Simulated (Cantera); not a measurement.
A perfectly stirred reactor is fed with CH4 : C2H6 : O2 : N2 = 1 : 0.032 : 1.62 : 16.2 (molar parts), equivalence ratio 1.3, at 7500 Torr; it is adiabatic with a 373 K inlet, and is followed from long to short residence time, starting on the burning branch (τ in s: 0.12, 0.068, 0.038, 0.021, 0.011, 0.0063, 0.0034, 0.0019, 0.001, 0.00057, 0.00031, 0.00017, 9.5e-05).

Model: GRI-Mech 3.0 (53 species, 325 reactions), integrated in Cantera.

### Question
What does this change do: inlet temperature 373 to 800 K?

### Answer
```tsv
quantity	before	after
blow-out, bracketed by the residence times tried	burning at 68.0 ms, out at 38.0 ms	burning at 3.40 ms, out at 1.90 ms
x(CH4) at τ = 0.120 s	0.00717	0.00354
x(C2H6) at τ = 0.120 s	0.000153	1.16e-5
x(O2) at τ = 0.120 s	0.00566	0.000794
x(CH3) at τ = 0.120 s	1.11e-5	3.88e-5
x(CO2) at τ = 0.120 s	0.0281	0.0308
x(CH4) at τ = 3.40 ms	0.0530	0.00583
x(C2H6) at τ = 3.40 ms	0.00170	0.000168
x(O2) at τ = 3.40 ms	0.0859	0.00949
x(CH3) at τ = 3.40 ms	<1e-12	0.000120
x(CO2) at τ = 3.40 ms	<1e-12	0.0207
```

### Question
What does this change do: inlet temperature 373 to 550 K?

### Answer
```csv
quantity,before,after
"blow-out, bracketed by the residence times tried","burning at 68.0 ms, out at 38.0 ms","burning at 21.0 ms, out at 11.0 ms"
x(CH4) at τ = 0.120 s,0.00717,0.00534
x(C2H6) at τ = 0.120 s,0.000153,6.98e-5
x(O2) at τ = 0.120 s,0.00566,0.00261
x(CH3) at τ = 0.120 s,1.11e-5,2.01e-5
x(CO2) at τ = 0.120 s,0.0281,0.0305
x(CH4) at τ = 3.40 ms,0.0530,0.0530
x(C2H6) at τ = 3.40 ms,0.00170,0.00170
x(O2) at τ = 3.40 ms,0.0859,0.0859
x(CH3) at τ = 3.40 ms,<1e-12,<1e-12
x(CO2) at τ = 3.40 ms,<1e-12,<1e-12
```
